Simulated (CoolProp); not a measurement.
Aqueous potassium carbonate as a coolant, at 5 °C, 1 atm.

Model: Melinder's fits for secondary coolants, in CoolProp.

| mass % | freezing point (°C) | cp (kJ/(kg K)) | Prandtl number | viscosity (mPa s) | density (kg/m³) |
|---|---|---|---|---|---|
| 4 | -1.3 | 3.942 | 11.3 | 1.63 | 1038 |
| 6.3 | -2.1 | 3.827 | 11.5 | 1.71 | 1060 |
| 8.6 | -3.0 | 3.725 | 11.8 | 1.79 | 1082 |
| 10.9 | -4.0 | 3.632 | 12.2 | 1.89 | 1104 |
| 13.1 | -5.0 | 3.547 | 12.6 | 1.99 | 1126 |
| 15.4 | -6.1 | 3.460 | 13.1 | 2.12 | 1149 |
| 17.7 | -7.4 | 3.373 | 13.7 | 2.26 | 1172 |
| 20 | -8.8 | 3.286 | 14.4 | 2.43 | 1196 |
| 22.2 | -10.4 | 3.203 | 15.2 | 2.63 | 1220 |
| 24.5 | -12.4 | 3.119 | 16.3 | 2.87 | 1245 |
| 26.8 | -14.7 | 3.038 | 17.5 | 3.16 | 1270 |
| 29 | -17.3 | 2.965 | 19.0 | 3.50 | 1294 |
